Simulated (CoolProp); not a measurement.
Vapour-liquid equilibrium of dimethyl ether (1) + R236EA (2) at 9.95 °C; x and y are mole fractions of (1).

The numbers come from the multi-fluid Helmholtz-energy mixture model, Wu 2011 and Rui 2013; pair parameters Bell 2016 in CoolProp.

```tsv
x	bubble pressure (kPa)	y at the bubble point	dew pressure at overall composition x (kPa)	liquid density (mol/L)
0.05	119.2	(withheld)	(withheld)	9.898
0.2	126.2	(withheld)	123.4	10.56
0.35	(withheld)	0.500	130.5	11.27
0.5	171.3	(withheld)	141.4	12.04
0.65	219.9	(withheld)	(withheld)	12.85
0.8	284.7	0.959	(withheld)	13.71
0.95	352.8	0.994	273.9	14.58
```

Some entries are withheld; supply them.


- 0.05, y at the bubble point: 0.061
- 0.05, dew pressure at overall composition x (kPa): 119.0
- 0.2, y at the bubble point: 0.266
- 0.35, bubble pressure (kPa): 141.5
- 0.5, y at the bubble point: 0.720
- 0.65, y at the bubble point: 0.876
- 0.65, dew pressure at overall composition x (kPa): 159.0
- 0.8, dew pressure at overall composition x (kPa): 190.9

No azeotrope shows between x = 0.05 and 0.95.

Pair parameters are fitted to limited data, so mixtures are less certain than the pure fluids.
